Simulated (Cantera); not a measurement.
A perfectly stirred reactor is fed with H2 : O2 : N2 : H2O = 1 : 0.455 : 4.55 : 1.1 (molar parts), equivalence ratio 1.1, at 4.93 atm; it is adiabatic with a 800 K inlet, and is followed from long to short residence time, starting on the burning branch (τ in s: 0.44, 0.19, 0.085, 0.037, 0.016, 0.0071, 0.0031, 0.0014, 0.00059, 0.00026, 0.00011, 4.9e-05, 2.2e-05).

Model: the H2/O2 subset of GRI-Mech 3.0, which has no nitrogen chemistry, integrated in Cantera. The hydrogen kinetics of GRI-Mech 3.0 are dated; newer H2 mechanisms differ, most at raised pressure.

Predict: blow-out, bracketed by the residence times tried; x(H2) at τ = 0.440 s; x(O2) at τ = 0.440 s; x(H2O) at τ = 0.440 s; x(H) at τ = 0.440 s; x(O) at τ = 0.440 s; x(H2) at τ = 3.10 ms; x(O2) at τ = 3.10 ms; x(H2O) at τ = 3.10 ms; x(H) at τ = 3.10 ms; x(O) at τ = 3.10 ms.


```json
{
 "blow_out_bracketed_by_the_residence_times_tried": "burning at 22.0 µs, the shortest tried",
 "x(H2) at τ = 0.440 s": "0.0136",
 "x(O2) at τ = 0.440 s": "4.39e-5",
 "x(H2O) at τ = 0.440 s": "0.302",
 "x(H) at τ = 0.440 s": "7.77e-5",
 "x(O) at τ = 0.440 s": "4.47e-7",
 "x(H2) at τ = 3.10 ms": "0.0153",
 "x(O2) at τ = 3.10 ms": "0.000889",
 "x(H2O) at τ = 3.10 ms": "0.299",
 "x(H) at τ = 3.10 ms": "0.000712",
 "x(O) at τ = 3.10 ms": "3.11e-5"
}
```
